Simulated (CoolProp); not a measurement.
A closed Brayton cycle with carbon dioxide: compressor inlet 323.15 K and 7.7 MPa, high pressure 26.6 MPa, turbine inlet 880 K, compressor efficiency 0.8, turbine efficiency 0.85, recuperator effectiveness 0.9 (on enthalpy, no pinch check). Each further row changes one setting.

Values from CoolProp's reference Helmholtz-energy equation of state, Span 1996.

```tsv
case	thermal efficiency (%)	net work (kJ/kg)	compressor to turbine work	compressor exit (K)	turbine exit (K)
as stated	32.1	88.5	0.45	433.0	735.8
turbine inlet 830 K	30.0	78.2	0.48	433.0	690.8
compressor inlet 333.15 K	…	80.5	0.50	450.3	735.8
high pressure 22.6 MPa	31.8	80.9	0.43	…	754.1
recuperator effectiveness 0.5	…	88.5	0.45	433.0	735.8
```

Problem. What belongs in the gaps?

Solution. 
- compressor inlet 333.15 K, thermal efficiency (%): 30.3
- high pressure 22.6 MPa, compressor exit (K): 417.9
- recuperator effectiveness 0.5, thermal efficiency (%): 21.4
